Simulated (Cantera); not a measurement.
What does this Cantera script print?

```python
import numpy as np
import cantera as ct

gas_names = """
    H H2 Si SiH SiH2 SiH3 SiH4 Si2 Si3
""".split()
cond_names = """
    Si(cr) Si(L)
""".split()


# ... load() reads the species with a 1 bar reference pressure and builds the phases ...
atoms = {
    'SiH4': {'Si': 1, 'H': 4},
    'H2': {'H': 2},
}
top_T = {}  # K; cautious upper limits of use, not melting points


# ... equilibrate(T, P, feed) seeds the gas with the atoms and calls Mixture.equilibrate('TP', solver="vcs", rtol=1e-11, max_steps=5000) ...
results = []
feed = {'SiH4': 1, 'H2': 3.8}  # mol
T = 1550  # K
P = 13332.2  # Pa
mix = equilibrate(T, P, feed)
results.append((T, P, feed, dict(zip(mix.species_names, mix.species_moles))))
print(gas.report(threshold=0.001))
for i in range(1, mix.n_phases):
    print(f"{mix.phase(i).name:16s} {mix.phase_moles(i):12.5e} mol")
```

It prints:

```
       temperature   1550 K
          pressure   13332 Pa
           density   0.0020856 kg/m^3
  mean mol. weight   2.016 kg/kmol
   phase of matter   gas

                          1 kg             1 kmol
                     ---------------   ---------------
          enthalpy        1.8837e+07        3.7975e+07  J
   internal energy        1.2444e+07        2.5088e+07  J
           entropy             97578        1.9672e+05  J/K
    Gibbs function       -1.3241e+08       -2.6694e+08  J
 heat capacity c_p             16149             32557  J/K
 heat capacity c_v             12025             24242  J/K

                      mass frac. Y      mole frac. X     chem. pot. / RT
                     ---------------   ---------------   ---------------
                H2           0.99991           0.99991           -20.714
     [   +8 minor]        9.4201e-05        8.9687e-05

Si(cr)            9.99980e-01 mol
```

Method: chemical equilibrium by Gibbs-energy minimisation in Cantera with the NASA 1993 tables (ideal gas, pure condensed phases).
